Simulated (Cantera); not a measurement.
A perfectly stirred reactor is fed with CH2O : O2 : N2 = 0.021 : 0.0053 : 1 (molar parts), at 8.88 atm; it is held at 1100 K, and followed from long to short residence time.

Computed with Cantera and GRI-Mech 3.0 (53 species, 325 reactions).

Problem. What does this change do: pressure from 8.88 atm to 1.78 atm?

Solution. 
```json
[
 {"quantity": "x(CH2O) at τ = 2.40 s", "before": "8.59e-6", "after": "2.84e-6"},
 {"quantity": "x(O2) at τ = 2.40 s", "before": "4.15e-5", "after": "4.06e-5"},
 {"quantity": "x(HO2) at τ = 2.40 s", "before": "1.44e-7", "after": "4.32e-8"},
 {"quantity": "x(CO2) at τ = 2.40 s", "before": "0.00375", "after": "0.00386"},
 {"quantity": "x(CH4) at τ = 2.40 s", "before": "2.09e-6", "after": "6.61e-6"},
 {"quantity": "x(CH2O) at τ = 23.0 ms", "before": "0.000705", "after": "0.00187"},
 {"quantity": "x(O2) at τ = 23.0 ms", "before": "0.00119", "after": "0.00188"},
 {"quantity": "x(HO2) at τ = 23.0 ms", "before": "9.61e-6", "after": "2.49e-5"},
 {"quantity": "x(CO2) at τ = 23.0 ms", "before": "0.00190", "after": "0.00102"},
 {"quantity": "x(CH4) at τ = 23.0 ms", "before": "3.37e-7", "after": "9.70e-8"}
]
```
